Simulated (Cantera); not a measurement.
An adiabatic, constant-volume homogeneous reactor starts with CH4 : O2 : N2 = 1 : 1.67 : 6.27 (molar parts), at 1623 K and 12800 Torr. Integrator tolerance rtol = 1e-08.

Model: GRI-Mech 3.0 (53 species, 325 reactions), integrated in Cantera. The pressure lies above the range GRI-Mech 3.0 was tuned for (to about 10 atm). Above 3000 K some thermodynamic fits are extrapolated.

```
quantity                                                              before                                    after
---------------------------------  -----------------------------------------  ---------------------------------------
time of steepest temperature rise                                    39.6 µs                                 0.205 ms
temperature at 0.800 s                                                3235 K                                   3042 K
equilibrium temperature                                               3235 K                                   3042 K
x(CH4) at 0.800 s                  5.98e-12 (gas-phase equilibrium 7.15e-12)    <1e-12 (gas-phase equilibrium <1e-12)
x(O2) at 0.800 s                     0.00585 (gas-phase equilibrium 0.00585)  0.00940 (gas-phase equilibrium 0.00940)
x(H) at 0.800 s                      0.00942 (gas-phase equilibrium 0.00942)    0.0167 (gas-phase equilibrium 0.0167)
x(NO2) at 0.800 s                    4.71e-6 (gas-phase equilibrium 4.71e-6)  2.41e-6 (gas-phase equilibrium 2.41e-6)
x(CO2) at 0.800 s                      0.0403 (gas-phase equilibrium 0.0403)    0.0357 (gas-phase equilibrium 0.0357)
x(CO) at 0.800 s                       0.0646 (gas-phase equilibrium 0.0646)    0.0678 (gas-phase equilibrium 0.0678)
x(HCO) at 0.800 s                    1.34e-6 (gas-phase equilibrium 1.34e-6)  3.69e-7 (gas-phase equilibrium 3.69e-7)
```

Task: What was changed between the two runs?
A) pressure from 12800 Torr to 1650 Torr
B) initial temperature 1623 to 1475 K
C) O2 1.67 to 2.3 parts
D) CH4 1 to 0.3 parts

Result: A, pressure from 12800 Torr to 1650 Torr
